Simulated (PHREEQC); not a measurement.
0.24 g of hydrous ferric oxide (600 m²/g; 0.2 weak and 0.005 strong sites per Fe, Dzombak-Morel constants, diffuse double layer) in 1 kg of water with 0.001 mol/kgw of an inert sodium salt and 0.0017 mmol/kgw CuSO4, at 25 °C; the pH is set by adding NaOH or the inert anion's acid. O2 is buffered at 0.21 atm. No CO2 enters from the air. No solid was allowed to form.

Computed with PHREEQC (ion-association model, wateq4f.dat).

### Question
Predict S sorbed (%), Cu sorbed (%) at pH = 4, 5.5, 7.38.

### Answer
```csv
pH,S sorbed (%),Cu sorbed (%)
4,100.0,1.9
5.5,99.5,89.6
7.38,6.1,100.0
```

The database's constant for dissolved Cu(OH)2 is higher than later reviews accept.
